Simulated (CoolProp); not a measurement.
Properties of sulfur dioxide at several states.

The numbers come from the reference Helmholtz-energy equation of state, Gao 2016 in CoolProp.

```
T (°C)  p (MPa)   phase  cv (kJ/(kg K))  speed of sound (m/s)  Joule-Thomson coefficient (K/MPa)  isothermal compressibility (1/MPa)
------  -------  ------  --------------  --------------------  ---------------------------------  ----------------------------------
125.55     8.66  liquid          0.8051                 467.6                             0.5348                            0.009771
217.95    0.595     gas          0.5985                 276.1                              8.855                               1.709
242.75    0.549     gas          0.6076                 283.2                              7.853                               1.845
```
